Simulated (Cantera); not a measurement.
A closed system holds: 1 mol SiCl4, 10 mol N2, 0.12 mol H2, held at 28.0 Pa.

Method: chemical equilibrium by Gibbs-energy minimisation in Cantera with the NASA 1993 tables (ideal gas, pure condensed phases). Candidate condensed phases: NH4Cl, Si, Si3N4; 28 gas species. The tables' values for SiCl3 are old estimates; treat these amounts as uncertain. The numbers say what is thermodynamically allowed, not how fast it happens. All values below are at 1252 °C.

Base state: N2 0.861, SiCl4 0.0512, Cl 0.0316, HCl 0.0207, SiCl2 0.0175, SiCl3 0.0174, Cl2 5.89e-5 (mole fractions); condensed: gas only.

What changes in the equilibrium state with this change: pressure from 28.0 Pa to 133 Pa?


```tsv
species	before	after
N2	0.861	0.880
SiCl4	0.0512	0.0652
HCl	0.0207	0.0211
Cl	0.0316	0.0105
SiCl2	0.0175	0.00888
SiCl3	0.0174	0.0140
Cl2	5.89e-5	3.11e-5
```
